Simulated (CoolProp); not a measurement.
The numbers come from the reference Helmholtz-energy equation of state, Lemmon 2006 in CoolProp. It is a short technical equation, of lower accuracy than the large ones.

### Question
For CH3F (R41), give the phase and the density (kg/m³), cp (kJ/(kg K)), cv (kJ/(kg K)), speed of sound (m/s) at 337.4 K and 2.86 MPa.

### Answer
- 337.4 K and 2.86 MPa: gas; density 41.7, cp 1.58, cv 1.05, speed of sound 291
